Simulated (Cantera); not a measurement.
**Thermodynamics of thermal oxidation and active oxidation of silicon, feed Si + CO2 + H2**

Input: 1 mol Si, 0.099 mol CO2, 4.3 mol H2, at 1.33 mbar.

These are equilibrium values from Cantera (NASA tables, ideal gas, pure condensed phases), not measurements of a reactor. Candidate condensed phases: C, C6H6, C7H8, C8H18, H2O, Si, SiC, SiO2; 123 gas species. Mutual solubility and eutectic melting of coexisting phases are not modelled. The tables hold silica as quartz up to 1696 K and as liquid above; real silica turns to tridymite and cristobalite and melts near 1996 K. Gases not in the tables: Si2H6 and higher silanes. Rates play no part.

```
T (K)   x H2    x SiO       x H      x Si      x CO  n Si(s)  n SiC(s)  n SiO2(β-quartz)  n Si(l)
-----  -----  -------  --------  --------  --------  -------  --------  ----------------  -------
1275   0.997  0.00306   2.02e-5   1.45e-8   3.19e-5    0.796    0.0989            0.0923        0
1350   0.981   0.0185   6.47e-5   1.50e-7  0.000275    0.763    0.0978            0.0579        0
1425   0.956   0.0431  0.000183   1.21e-6  0.000878    0.711    0.0950                 0        0
1500   0.956   0.0428  0.000471   7.89e-6   0.00116    0.713    0.0938                 0        0
1575   0.955   0.0425   0.00111   4.31e-5   0.00149    0.716    0.0923                 0        0
1650   0.953   0.0421   0.00243  0.000201   0.00187    0.719    0.0906                 0        0
1725   0.950   0.0412   0.00496  0.000761   0.00264        0    0.0871                 0    0.723
1800   0.944   0.0396   0.00953   0.00238   0.00413        0    0.0802                 0    0.729
1875   0.932   0.0372    0.0173   0.00679   0.00610        0    0.0706                 0    0.725
```
x: gas mole fraction; n: condensed amount in mol.

From 1275 K to 1350 K the condensed part is Si(s) + SiC(s) + SiO2(β-quartz). From 1425 K to 1650 K the condensed part is Si(s) + SiC(s). From 1725 K to 1875 K the condensed part is Si(l) + SiC(s). The main Si-bearing gas is SiO throughout. The share of Si in condensed phases is highest at 1275 K (98.7 %) and lowest at 1875 K (79.6 %).
